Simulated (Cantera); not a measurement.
B2O3 + O2 + N2 (boron, boron nitride and boron oxide)

A closed system holds: 1 mol B2O3, 0.15 mol O2, 0.29 mol N2.

Method: chemical equilibrium by Gibbs-energy minimisation in Cantera with the NASA 1993 tables (ideal gas, pure condensed phases). Candidate condensed phases: B, BN, B2O3; 17 gas species. Kinetics and transport are ignored.

Map the stable condensed phases over T = 575, 775, 975, 1175, 1375, 1575, 1775, 1975, 2175 °C and P in Pa = 10, 25, 63, 160, 400, 1000, 2500, 6300, 16000, 40000, 100000.


```
T in °C \ P in Pa
             10     25     63    160    400   1000   2500   6300  16000  40000 100000
   2175       A      A      A      A      A      A      A      A      A      A      A
   1975       A      A      A      A      A      A      A      A      A      A      B
   1775       A      A      A      A      A      A      A      A      B      B      B
   1575       A      A      A      A      A      B      B      B      B      B      B
   1375       A      A      B      B      B      B      B      B      B      B      B
   1175       B      B      B      B      B      B      B      B      B      B      B
    975       B      B      B      B      B      B      B      B      B      B      B
    775       B      B      B      B      B      B      B      B      B      B      B
    575       B      B      B      B      B      B      B      B      B      B      B
```
A: gas only; B: B2O3.
